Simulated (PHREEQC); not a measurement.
# Metal-bearing waste water

Solution (20 °C and 10 atm): 68 mmol/kgw Al2(SO4)3, 0.032 mmol/kgw ZnCl2 and 0.37 mmol/kgw HCl. Closed to the air; pH follows from the charge balance.

Computed with PHREEQC (ion-association model, phreeqc.dat).

Precipitation was switched off in this run.

Q: Predict the pH, ionic strength.

A: pH 3.69; ionic strength 0.210 mol/kgw.

Q: In which forms is S present?

A: AlSO4+ 43 %, Al(SO4)2- 35 %, SO4-2 22 % of the S.
